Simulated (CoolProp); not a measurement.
Vapour-liquid equilibrium of propane (1) + c-C4F8 (RC318) (2) at 661 kPa; x and y are mole fractions of (1).

Model: multi-fluid Helmholtz-energy mixture model, Lemmon 2009 and Platzer 1990; pair parameters Bell 2016, in CoolProp. This equation is an older, rougher fit; its heat capacities, sound speeds and derivatives of the liquid may be far off and weren't checked against measurements.

Give the bubble temperature and the first vapour's composition at x = 0.05, 0.15, 0.85. Is there an azeotrope?

x = 0.05: 316.9 K, y = 0.185; x = 0.15: 305.6 K, y = 0.443; x = 0.85: 284.6 K, y = 0.879. y crosses x between x = 0.85 and 0.95: the model has an azeotrope there.

Pair parameters are fitted to limited data, so mixtures are less certain than the pure fluids.
